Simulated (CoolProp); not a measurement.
Ethane along the isobar 20.6 MPa: Z from the reference equation and from simpler models built on Tc = 305.3 K, pc = 4.872 MPa, ω = 0.099; each cubic takes its own stable root.

Model: reference Helmholtz-energy equation of state, Bücker 2006, in CoolProp.

```tsv
T (K)	phase	reference	Soave-Redlich-Kwong	Peng-Robinson
249.5	liquid	0.6114	0.6310	0.5621
256	liquid	0.6057	0.6260	0.5579
262.5	liquid	0.6007	0.6219	0.5546
269.1	liquid	0.5965	0.6188	0.5521
275.6	liquid	0.5931	0.6166	0.5506
282.1	liquid	0.5904	0.6153	0.5500
288.6	liquid	0.5886	0.6149	0.5502
295.1	liquid	0.5875	0.6155	0.5514
301.6	liquid	0.5873	0.6170	0.5535
308.2	supercritical	0.5879	0.6195	0.5567
314.7	supercritical	0.5894	0.6229	0.5608
```
